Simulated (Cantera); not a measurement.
Ignition delay

Mixture: 12.7 % C2H4, 19.0 % O2, 53.2 % N2, 15.2 % H2O, at 1700000 Pa, adiabatic and at constant pressure. Ignition delay is the time to a rise of 400 K.

Model: GRI-Mech 3.0 (53 species, 325 reactions), integrated in Cantera. GRI-Mech 3.0 was tuned for natural gas; its chemistry of ethylene as a main component is partial and can be far from experiment. The pressure lies above the range GRI-Mech 3.0 was tuned for (to about 10 atm).

```tsv
T0 (K)	delay (ms)
1125	1.21
1200	0.379
1275	0.108
1350	0.0317
1425	0.0102
1500	0.00392
```

```
Quantity                                                 Value
--------------------------------------------------  ----------
apparent activation energy between 1350 and 1500 K  230 kJ/mol
```
